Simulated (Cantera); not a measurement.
Input (Python, Cantera) and output of one run.

```python
import numpy as np
import cantera as ct

gas_names = """
    B BCL BCL2 BCL3 BH BH2 BH3 BN B2 CL CL2 H HCL H2 N NH NH2 NH3 N2 N2H2 N2H4
""".split()
cond_names = """
    B(b) B(L) BN(s) NH4CL(a) NH4CL(b)
""".split()


# ... load() reads the species with a 1 bar reference pressure and builds the phases ...
atoms = {
    'BCl3': {'B': 1, 'CL': 3},
    'NH3': {'N': 1, 'H': 3},
    'N2': {'N': 2},
}
top_T = {'BN(s)': 3200}  # K; cautious upper limits of use, not melting points


# ... equilibrate(T, P, feed) seeds the gas with the atoms and calls Mixture.equilibrate('TP', solver="vcs", rtol=1e-11, max_steps=5000) ...
results = []
feed = {'BCl3': 1, 'NH3': 23, 'N2': 11}  # mol
for P in [10, 25, 63, 160, 400, 1000, 2500, 6300, 16000, 40000, 100000]:
    for T in [1123, 1223, 1323, 1423, 1523, 1623, 1723, 1823, 1923, 2023, 2123, 2223, 2323, 2423]:
        mix = equilibrate(T, P, feed)
        results.append((T, P, feed, dict(zip(mix.species_names, mix.species_moles))))

for T, P, feed, n in results:
    print(f"{T:7g} {P:10.4g}  " + (" + ".join(c for c in cond_names if n.get(c, 0) > 1e-12) or "gas only"))
```

Output:

```
   1123         10  BN(s)
   1223         10  BN(s)
   1323         10  BN(s)
   1423         10  BN(s)
   1523         10  BN(s)
   1623         10  BN(s)
   1723         10  BN(s)
   1823         10  BN(s)
   1923         10  gas only
   2023         10  gas only
   2123         10  gas only
   2223         10  gas only
   2323         10  gas only
   2423         10  gas only
   1123         25  BN(s)
   1223         25  BN(s)
   1323         25  BN(s)
   1423         25  BN(s)
   1523         25  BN(s)
   1623         25  BN(s)
   1723         25  BN(s)
   1823         25  BN(s)
   1923         25  gas only
   2023         25  gas only
   2123         25  gas only
   2223         25  gas only
   2323         25  gas only
   2423         25  gas only
   1123         63  BN(s)
   1223         63  BN(s)
   1323         63  BN(s)
   1423         63  BN(s)
   1523         63  BN(s)
   1623         63  BN(s)
   1723         63  BN(s)
   1823         63  BN(s)
   1923         63  BN(s)
   2023         63  gas only
   2123         63  gas only
   2223         63  gas only
   2323         63  gas only
   2423         63  gas only
   1123        160  BN(s)
   1223        160  BN(s)
   1323        160  BN(s)
   1423        160  BN(s)
   1523        160  BN(s)
   1623        160  BN(s)
   1723        160  BN(s)
   1823        160  BN(s)
   1923        160  BN(s)
   2023        160  BN(s)
   2123        160  gas only
   2223        160  gas only
   2323        160  gas only
   2423        160  gas only
   1123        400  BN(s)
   1223        400  BN(s)
   1323        400  BN(s)
   1423        400  BN(s)
   1523        400  BN(s)
   1623        400  BN(s)
   1723        400  BN(s)
   1823        400  BN(s)
   1923        400  BN(s)
   2023        400  BN(s)
   2123        400  gas only
   2223        400  gas only
   2323        400  gas only
   2423        400  gas only
   1123       1000  BN(s)
   1223       1000  BN(s)
   1323       1000  BN(s)
   1423       1000  BN(s)
   1523       1000  BN(s)
   1623       1000  BN(s)
   1723       1000  BN(s)
   1823       1000  BN(s)
   1923       1000  BN(s)
   2023       1000  BN(s)
   2123       1000  BN(s)
   2223       1000  gas only
   2323       1000  gas only
   2423       1000  gas only
   1123       2500  BN(s)
   1223       2500  BN(s)
   1323       2500  BN(s)
   1423       2500  BN(s)
   1523       2500  BN(s)
   1623       2500  BN(s)
   1723       2500  BN(s)
   1823       2500  BN(s)
   1923       2500  BN(s)
   2023       2500  BN(s)
   2123       2500  BN(s)
   2223       2500  BN(s)
   2323       2500  gas only
   2423       2500  gas only
   1123       6300  BN(s)
   1223       6300  BN(s)
   1323       6300  BN(s)
   1423       6300  BN(s)
   1523       6300  BN(s)
   1623       6300  BN(s)
   1723       6300  BN(s)
   1823       6300  BN(s)
   1923       6300  BN(s)
   2023       6300  BN(s)
   2123       6300  BN(s)
   2223       6300  BN(s)
   2323       6300  BN(s)
   2423       6300  gas only
   1123    1.6e+04  BN(s)
   1223    1.6e+04  BN(s)
   1323    1.6e+04  BN(s)
   1423    1.6e+04  BN(s)
   1523    1.6e+04  BN(s)
   1623    1.6e+04  BN(s)
   1723    1.6e+04  BN(s)
   1823    1.6e+04  BN(s)
   1923    1.6e+04  BN(s)
   2023    1.6e+04  BN(s)
   2123    1.6e+04  BN(s)
   2223    1.6e+04  BN(s)
   2323    1.6e+04  BN(s)
   2423    1.6e+04  gas only
   1123      4e+04  BN(s)
   1223      4e+04  BN(s)
   1323      4e+04  BN(s)
   1423      4e+04  BN(s)
   1523      4e+04  BN(s)
   1623      4e+04  BN(s)
   1723      4e+04  BN(s)
   1823      4e+04  BN(s)
   1923      4e+04  BN(s)
   2023      4e+04  BN(s)
   2123      4e+04  BN(s)
   2223      4e+04  BN(s)
   2323      4e+04  BN(s)
   2423      4e+04  BN(s)
   1123      1e+05  BN(s)
   1223      1e+05  BN(s)
   1323      1e+05  BN(s)
   1423      1e+05  BN(s)
   1523      1e+05  BN(s)
   1623      1e+05  BN(s)
   1723      1e+05  BN(s)
   1823      1e+05  BN(s)
   1923      1e+05  BN(s)
   2023      1e+05  BN(s)
   2123      1e+05  BN(s)
   2223      1e+05  BN(s)
   2323      1e+05  BN(s)
   2423      1e+05  BN(s)
```

Cantera equilibrium calculation (NASA polynomials, part measured and part estimated; ideal gas, pure solids and liquids). The tables' values for BCl2 are old estimates.
